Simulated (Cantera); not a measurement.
An isothermal, constant-pressure homogeneous reactor starts with H2 : O2 : N2 = 0.0089 : 1 : 0.4 (molar parts), at 1248 K and 2.78 Torr. Integrator tolerance rtol = 1e-08.

Detailed kinetics in Cantera: GRI-Mech 3.0 (53 species, 325 reactions). Radical loss at walls, strong at low pressure, is not modelled.

Problem. What does this change do: O2 1 to 0.13 parts?

Solution. 
```tsv
quantity	before	after
x(H2) at 40.0 s	7.69e-7 (gas-phase equilibrium 4.13e-9)	2.75e-6 (gas-phase equilibrium 1.89e-8)
x(O2) at 40.0 s	0.709 (gas-phase equilibrium 0.709)	0.235 (gas-phase equilibrium 0.235)
x(NO) at 40.0 s	3.93e-8 (gas-phase equilibrium 0.000309)	5.74e-7 (gas-phase equilibrium 0.000288)
x(H) at 40.0 s	1.26e-6 (gas-phase equilibrium 4.97e-10)	1.86e-6 (gas-phase equilibrium 1.06e-9)
x(H2O) at 40.0 s	0.00628 (gas-phase equilibrium 0.00633)	0.0166 (gas-phase equilibrium 0.0166)
x(H2O2) at 40.0 s	8.29e-10 (gas-phase equilibrium 1.18e-11)	1.07e-9 (gas-phase equilibrium 1.78e-11)
x(N2O) at 40.0 s	2.90e-9 (gas-phase equilibrium 7.69e-10)	6.56e-9 (gas-phase equilibrium 1.16e-9)
```

Problem. What does this change do: temperature 1248 to 900 K?

Solution. 
```
quantity                                              before                                      after
-----------------  -----------------------------------------  -----------------------------------------
x(H2) at 40.0 s      7.69e-7 (gas-phase equilibrium 4.13e-9)     2.25e-8 (gas-phase equilibrium <1e-12)
x(O2) at 40.0 s          0.709 (gas-phase equilibrium 0.709)        0.709 (gas-phase equilibrium 0.709)
x(NO) at 40.0 s     3.93e-8 (gas-phase equilibrium 0.000309)    2.13e-9 (gas-phase equilibrium 1.02e-5)
x(H) at 40.0 s      1.26e-6 (gas-phase equilibrium 4.97e-10)     9.68e-9 (gas-phase equilibrium <1e-12)
x(H2O) at 40.0 s     0.00628 (gas-phase equilibrium 0.00633)    0.00634 (gas-phase equilibrium 0.00634)
x(H2O2) at 40.0 s  8.29e-10 (gas-phase equilibrium 1.18e-11)    8.58e-10 (gas-phase equilibrium <1e-12)
x(N2O) at 40.0 s    2.90e-9 (gas-phase equilibrium 7.69e-10)  7.44e-10 (gas-phase equilibrium 3.46e-11)
```
Below about 950 K walls govern HO2 and H2O2 in real vessels.
